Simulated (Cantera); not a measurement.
An isothermal, constant-pressure homogeneous reactor starts with 17.4 % H₂, 82.6 % O₂, equivalence ratio 0.10, at 1200 K and 11.3 Torr.

Computed with Cantera and the H2/O2 subset of GRI-Mech 3.0, which has no nitrogen chemistry. Radical loss at walls, strong at low pressure, is not modelled. The temperature is held fixed by assumption; the heat of reaction is taken as removed at once.

One state of this run: x H₂ = 6.30e-6; x O₂ = 0.810; x OH = 0.000275; x H₂O = 0.190; x O = 5.11e-5; x HO₂ = 2.50e-7. x: mole fraction; the columns are a selection and need not sum to one.

**Question.** Which value of t (s) does it belong to?
A) 3.33e-5
B) 0.00922
C) 0.0235
D) 0.392

**Answer.** D, 0.392
